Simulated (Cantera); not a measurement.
Feed: 1 mol C2H6, 4.2 mol H2, held at 2700000 Pa.

Equilibrium computed with Cantera from the NASA thermochemical tables; the gas is ideal and each condensed phase is pure. Candidate condensed phases: C, C6H6, C7H8, C8H18; 76 gas species. The numbers say what is thermodynamically allowed, not how fast it happens.

**Question.** At 1700 K, list the 6 most abundant gas species with their mole fractions, and the condensed phases.

**Answer.** H2 0.972, CH4 0.0279, C2H4 9.12e-5, C2H2 (acetylene) 7.13e-5, H 2.80e-5, CH3 1.63e-5. Condensed: C(graphite).
